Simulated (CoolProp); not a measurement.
R507A along the isobar 0.962 MPa: Z from the reference equation and from simpler models built on Tc = 70.6 °C, pc = 3.705 MPa, ω = 0.286; each cubic takes its own stable root.

Computed with CoolProp (reference Helmholtz-energy equation of state, Lemmon 2003). It is a pseudo-pure fit of the blend.

| T (°C) | phase | reference |
|---|---|---|
| 30.95 | gas | 0.8357 |
| 48.85 | gas | 0.8703 |
| 66.65 | gas | 0.8952 |
| 84.45 | gas | 0.9139 |
| 102.25 | gas | 0.9284 |
| 120.05 | gas | 0.9400 |
| 137.85 | gas | 0.9493 |
| 155.65 | gas | 0.9570 |
| 173.45 | gas | 0.9633 |
| 191.25 | gas | 0.9687 |
| 209.05 | gas | 0.9732 |
| 226.85 | gas | 0.9770 |

Task: How far does each simpler model (Pitzer virial, Peng-Robinson) lie from the reference over these 12 states: mean and median of the absolute difference, and the worst?

Result: 
- Pitzer virial: mean 0.8 %, median 0.4 %, worst +3.1 % at 30.95 °C and 0.962 MPa
- Peng-Robinson: mean 0.3 %, median 0.4 %, worst +0.5 % at 30.95 °C and 0.962 MPa
